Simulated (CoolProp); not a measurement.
Model: reference Helmholtz-energy equation of state, Lemmon 2006, in CoolProp. It is a short technical equation, of lower accuracy than the large ones.

Task: Give the vapour pressure (MPa), liquid density (kg/m³), liquid viscosity (µPa s), liquid conductivity (mW/(m K)) of saturated R141b at 49.15, 125.95, 177.25 °C.

Result: 
```csv
T (°C),p (MPa),liquid density (kg/m³),liquid viscosity (µPa s),liquid conductivity (mW/(m K))
49.15,0.178,1190,313,84.2
125.95,1.16,1000,148,65.8
177.25,2.81,820,84.1,56.7
```

Viscosity comes from a separate model (Huber 2003), an estimate that may be off by 10 % or more. Thermal conductivity comes from a separate model (Huber 2003), an estimate that may be off by 10 % or more.
